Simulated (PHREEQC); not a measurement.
3.3 g of hydrous ferric oxide (600 m²/g; 0.2 weak and 0.005 strong sites per Fe, Dzombak-Morel constants, diffuse double layer) in 1 kg of water with 0.05 mol/kgw of an inert sodium salt and 0.00022 mol Ag2SO4 and 3.9e-05 mol SrCl2, at 25 °C; the pH is set by adding NaOH or the inert anion's acid. Oxygen alone is held at its pressure in air (log pO2 = -0.68). CO2 from the air is kept out. Precipitation was switched off in this run.

Base run: PHREEQC, ion-association model, wateq4f.dat. Each further column changes one thing. The table gives Ag sorbed (%).

| pH | base | no electrostatic term (-no_edl) | background salt from 0.05 to 0.005 mol/kgw | oxide from 3.3 to 16 g/kgw | 0.0034 mol/kgw ZnCl2 added |
|---|---|---|---|---|---|
| 4 | 0.5 | 0.0 | 1.2 | 2.2 | 0.0 |
| 4.67 | 4.1 | 0.0 | 6.5 | 17.1 | 0.2 |
| 6 | 32.4 | 9.0 | 34.1 | 84.0 | 0.2 |
| 6.67 | 44.1 | 33.4 | 45.1 | 96.0 | 0.7 |
| 7.33 | 59.4 | 54.0 | 60.7 | 99.1 | 2.1 |
| 8.67 | 94.4 | 93.4 | 94.8 | 100.0 | 16.9 |
| 9.33 | 98.6 | 96.6 | 98.8 | 100.0 | 37.3 |
| 10 | 99.7 | 97.3 | 99.7 | 100.0 | 61.1 |
| 11.33 | 100.0 | 97.1 | 100.0 | 100.0 | 93.7 |
| 12 | 100.0 | 93.9 | 100.0 | 100.0 | 98.6 |

In at least one series the solution becomes supersaturated in solids that the run did not let form, among them Cerargyrite.
